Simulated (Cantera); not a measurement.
# N₂O + SO₂ + N₂ + H₂O (abatement and gas-phase synthesis)

Feed: 1 mol N₂O, 0.016 mol SO₂, 0.78 mol N₂, 1.9 mol H₂O, held at 2002 °C and 133 Pa.

Method: chemical equilibrium by Gibbs-energy minimisation in Cantera with the NASA 1993 tables (ideal gas, pure condensed phases). Candidate condensed phases: H₂O, H₂SO₄, S; 35 gas species. The numbers say what is thermodynamically allowed, not how fast it happens.

```
Quantity                             Value
-------------------------------  ---------
x(N₂)                                0.381
x(H₂O)                               0.312
x(O₂)                                0.108
x(OH)                               0.0523
x(H)                                0.0503
x(H₂)                               0.0467
x(O)                                0.0386
x(NO)                              0.00742
x(SO₂)                             0.00310
gas amount                       4.629 mol
log10 activity of S(l) (absent)      -7.73
```
